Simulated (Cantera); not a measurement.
Mixture: 5.34 % CH4, 0.962 % C2H6, 3.63 % C3H8, 19.0 % O2, 71.1 % N2, at 101000 Pa, adiabatic and at constant volume. Ignition delay is the time to a rise of 400 K.

Cantera simulation using GRI-Mech 3.0 (53 species, 325 reactions); the numbers are that mechanism's predictions, not measurements. GRI-Mech 3.0 was tuned for natural gas; its chemistry of propane as a main component is partial and can be far from experiment.

**Question.** Predict: delay at 1425 K; delay at 1500 K; delay at 1575 K; delay at 1650 K; delay at 1725 K; apparent activation energy between 1575 and 1725 K.

**Answer.** 
```
Quantity                                                 Value
--------------------------------------------------  ----------
delay at 1425 K                                       0.181 ms
delay at 1500 K                                        86.8 µs
delay at 1575 K                                        47.6 µs
delay at 1650 K                                        29.1 µs
delay at 1725 K                                        19.3 µs
apparent activation energy between 1575 and 1725 K  140 kJ/mol
```
